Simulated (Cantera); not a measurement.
Feed: 1 mol SiF4, 0.099 mol CH4, 37 mol H2, equilibrated at 1148.15 K and 10.0 Torr.

These are equilibrium values from Cantera (NASA tables, ideal gas, pure condensed phases), not measurements of a reactor. Candidate condensed phases: C, C6H6, C7H8, C8H18, Si, SiC; 113 gas species. The tables' values for SiF3 are old estimates; treat these amounts as uncertain. Equilibrium is a limit: real reactors are often held back by kinetics, nucleation or transport.

### Question
What is the equilibrium state?

### Answer
```
Item                                   Result
--------------------------------  -----------
x(H2)                                   0.973
x(SiF4)                                0.0255
x(HF)                                0.000984
x(SiHF3)                             0.000448
x(CH4)                               0.000300
x(SiF3)                              0.000150
x(SiH2F2)                             3.94e-6
x(SiF2)                               1.13e-6
n(C(graphite))                     0.0840 mol
n(SiC(s))                         0.00359 mol
gas amount                          38.19 mol
log10 activity of Si(s) (absent)        -2.92
```
